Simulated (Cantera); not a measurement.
Standard-state values (1 bar) from the NASA 1993 polynomials, evaluated with Cantera. Values are per mole of reaction as written; species without (g) are pure solids or liquids, kept so even where they would boil at 1 bar.

Problem. Between 300 and 750 K, where is each reaction favourable under standard conditions?
- MgS + H2(g) → Mg(g) + H2S(g)
- 2 H(g) + MgS → Mg + H2S(g)

Solution. 
- MgS + H2(g) → Mg(g) + H2S(g): ΔG° is 420 kJ at 300 K and 347 kJ at 750 K; it stays positive (K < 1). ΔH° is 463 kJ and ΔS° 155 J/K at 750 K.
- 2 H(g) + MgS → Mg + H2S(g): ΔG° is -98 kJ at 300 K and -73 kJ at 750 K; it stays negative (K > 1). ΔH° is -122 kJ and ΔS° -65 J/K at 750 K.
